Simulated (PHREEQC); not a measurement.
# Phosphoric acid bath: an equilibrium model

Consider water at 25 °C with 0.00096 mol H3PO4, 0.27 mol HNO3 and 0.045 mol ZnSO4 per kg of water. Closed to the air; pH follows from the charge balance.

The numbers come from PHREEQC with the ion-association model, wateq4f.dat.

No solid was allowed to form.

Task: Predict the pH.

Result: pH 0.74.

Task: In which forms is Zn present?

Result: Zn+2 92 %, ZnSO4 7.5 % of the Zn.

H3PO4, which wateq4f.dat lacks, is added to it with the constant of phreeqc.dat. The database has no phosphate complexes of Zn.
